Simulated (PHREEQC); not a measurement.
Dissolve 0.16 mol/kgw Cu(NO3)2, 0.02 mol/kgw H2SO4 and 0.0071 mol/kgw KCl at 85 °C. It is in equilibrium with CO2 at log p = -3.5 (atm). Otherwise closed; pH follows from the charge balance.

Equilibrium calculation in PHREEQC: ion-association model, phreeqc.dat.

The ionic strength comes out as 0.496 mol/kgw. What activity coefficients do H+, K+, NO3-, CuCl+, KSO4- get?

H+ 0.74, K+ 0.61, NO3- 0.58, CuCl+ 0.62, KSO4- 0.66.

No solid was allowed to form. At this temperature some constants are extrapolated from 25 °C, and those without enthalpy data are left unchanged.
